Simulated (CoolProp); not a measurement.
Values from CoolProp's reference Helmholtz-energy equation of state, Zhou 2014.

Q: For cyclohexane, give the phase and the density (kg/m³), cp (kJ/(kg K)), cv (kJ/(kg K)), speed of sound (m/s) at 258.85 °C and 7110 kPa; 285.75 °C and 7110 kPa; 299.15 °C and 7110 kPa.

A: 
- 258.85 °C and 7110 kPa: liquid; density 514, cp 3.19, cv 2.43, speed of sound 387
- 285.75 °C and 7110 kPa: supercritical; density 458, cp 3.52, cv 2.55, speed of sound 286
- 299.15 °C and 7110 kPa: supercritical; density 421, cp 3.79, cv 2.62, speed of sound 236
